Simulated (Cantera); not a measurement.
Feed: 1 mol SiC, 0.019 mol O2, 120 mol N2, at 1298.15 K.

Points: P (Pa) = 0.1, 2.5, 63, 1600, 40000, 1e+06.

Cantera's Mixture.equilibrate('TP', solver="vcs", rtol=1e-11, max_steps=5000) on the NASA tables stopped like this:

```
ERROR: FAILURE its = 5001!

*******************************************************************************
CanteraError thrown by MultiPhase::equilibrate:
VCS solver failed. Return code: -1
*******************************************************************************
```

Problem. What got this run through?

Solution. This is not unique; one that fits is The failure is numerical, not chemical. The same input converged with solver="gibbs", rtol=1e-10, max_steps=50000, and the result passed a check of the equilibrium conditions:
```
T = 1298.15 K  P = 0.1 Pa  gas = 120 mol
   x: N2 9.997e-01  CO 1.605e-04  SiO 1.561e-04
   condensed (mol): SiC(b) 0.9807
T = 1298.15 K  P = 2.5 Pa  gas = 120 mol
   x: N2 9.998e-01  CO 1.966e-04
   condensed (mol): SiC(b) 0.9764  Si2N2O(s) 0.009173
T = 1298.15 K  P = 63 Pa  gas = 120 mol
   x: N2 9.998e-01  CO 2.109e-04
   condensed (mol): SiC(b) 0.9747  Si2N2O(s) 0.01262
T = 1298.15 K  P = 1600 Pa  gas = 119.3 mol
   x: N2 1.000e+00
   condensed (mol): C(gr) 0.9972  Si2N2O(s) 0.03519  Si3N4(a) 0.3099
T = 1298.15 K  P = 40000 Pa  gas = 119.3 mol
   x: N2 1.000e+00
   condensed (mol): C(gr) 0.9997  Si2N2O(s) 0.03767  Si3N4(a) 0.3082
T = 1298.15 K  P = 1e+06 Pa  gas = 119.3 mol
   x: N2 1.000e+00
   condensed (mol): C(gr) 1  Si2N2O(s) 0.03796  Si3N4(a) 0.308
```

The gas is ideal and each condensed phase is pure. N2 is the only nitrogen source here; it is nearly inert below about 1500 K, so the nitride shown seldom forms there in practice. Mutual solubility and eutectic melting of coexisting phases are not modelled.
